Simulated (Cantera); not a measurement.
An isothermal plug-flow reactor at 850 K and 1.01 bar (inlet), inlet velocity 1.2 m/s, active area per volume 860 1/m; feed CH4 : O2 : N2 = 0.036 : 0.014 : 0.79 (molar parts), equivalence ratio 5.1.

Model: Deutschmann's 1995 Pt surface mechanism with GRI-Mech 3.0 gas chemistry, integrated in Cantera. Catalytic surfaces can have several steady states; this one follows from the mechanism file's or the stated starting coverage. Mass transfer to the wall is taken as infinitely fast.

One state of this run: x CH4 = 0.0354; x O2 = 0.00611; x H2O = 0.0137; x CO2 = 8.57e-6; x CO = 0.00723; θ free Pt = 0.0602; θ H* = 0.00109; θ CO* = 0.0251; θ C* = 0.914. x: gas mole fraction; θ: surface coverage.

Problem. Which value of z (m) does it belong to?
(A) 0.005
(B) 0.0013
(C) 0.00036
(D) 0.0096

Solution. D, 0.0096
